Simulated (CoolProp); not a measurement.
Properties of sulfur hexafluoride along the isobar 5.45 MPa.

Model: reference Helmholtz-energy equation of state, Guder 2009, in CoolProp.

```csv
T (°C),phase,Z,viscosity (µPa s)
44.25,liquid,0.2432,97.5
66.15,supercritical,0.3917,40.3
88.15,supercritical,0.6110,27.3
110.15,supercritical,0.7167,25.6
132.15,supercritical,0.7839,25.3
154.05,supercritical,0.8314,25.5
176.05,supercritical,0.8672,25.8
198.05,supercritical,0.8950,26.3
220.05,supercritical,0.9171,26.8
241.95,supercritical,0.9348,27.4
263.95,supercritical,0.9493,28.0
285.95,supercritical,0.9613,28.6
307.95,supercritical,0.9713,29.2
329.85,supercritical,0.9797,29.9
351.85,supercritical,0.9868,30.5
```

Viscosity comes from a separate model (Quiñones-Cisneros 2012).
